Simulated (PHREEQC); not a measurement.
A PHREEQC input (ion-association model, phreeqc.dat):

```
SOLUTION 1
  temp 25
  units mg/dL
  pH 7.13
  pe 8.9
  Na 117
  K 2.72
  Ca 55.8
  Mg 17.2
  Cl 48.9
  S(6) 22.5 as SO4
  Alkalinity 451 as HCO3
  Zn 11.1
  Li 0.303
  O(0) 1.26
END
USE solution 1
EQUILIBRIUM_PHASES 1
  Gypsum 0 0
  CO2(g) -2 10
END
```

It stops with these messages:

```
ERROR: Calculations terminating due to input errors.
```

The fault: a unit that the program doesn't know. The line should read `units mg/L` where the input has `units mg/dL`. With the mend the run ends at pH 7.61 and ionic strength 0.0113 mol/kgw.
